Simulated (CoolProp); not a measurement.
A simple Rankine cycle with n-pentane: condensing at 299.15 K, boiler at 2.4 MPa, turbine inlet 598 K, turbine efficiency 0.9, pump efficiency 0.8, no recuperator. Each further row changes one setting.

Computed with CoolProp (reference Helmholtz-energy equation of state, Thol 2019).

| case | thermal efficiency (%) | net work (kJ/kg) | heat in (kJ/kg) | turbine exit temperature (K) | volume ratio over the turbine |
|---|---|---|---|---|---|
| as stated | 18.5 | 190 | 1030 | 517.2 | 32.5 |
| turbine inlet 618 K | 18.2 | 198 | 1090 | 537.1 | 32.2 |
| condensing temperature 291.15 K | 19.7 | 205 | 1040 | 510.9 | 43.6 |
| boiler pressure 1.68 MPa | 16.9 | 175 | 1040 | 526.8 | 22.4 |
| turbine efficiency 0.8 | 16.4 | 168 | 1030 | 525.4 | 33.1 |
